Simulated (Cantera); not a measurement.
An adiabatic, constant-volume homogeneous reactor starts with 6.65 % CH₄, 18.8 % O₂, 70.5 % N₂, 4.06 % H₂O, at 1725 K and 5.00 bar.

Model: GRI-Mech 3.0 (53 species, 325 reactions), integrated in Cantera.

### Question
Predict: time of steepest temperature rise; temperature at 2.00 s; equilibrium temperature; x(O₂) at 2.00 s; x(H₂O) at 2.00 s; x(CO₂) at 2.00 s.

### Answer
| Item | Value |
|---|---|
| time of steepest temperature rise | 43.7 µs |
| temperature at 2.00 s | 2915 K |
| equilibrium temperature | 2915 K |
| x(O₂) at 2.00 s | 0.0486 (gas-phase equilibrium 0.0486) |
| x(H₂O) at 2.00 s | 0.149 (gas-phase equilibrium 0.149) |
| x(CO₂) at 2.00 s | 0.0473 (gas-phase equilibrium 0.0473) |
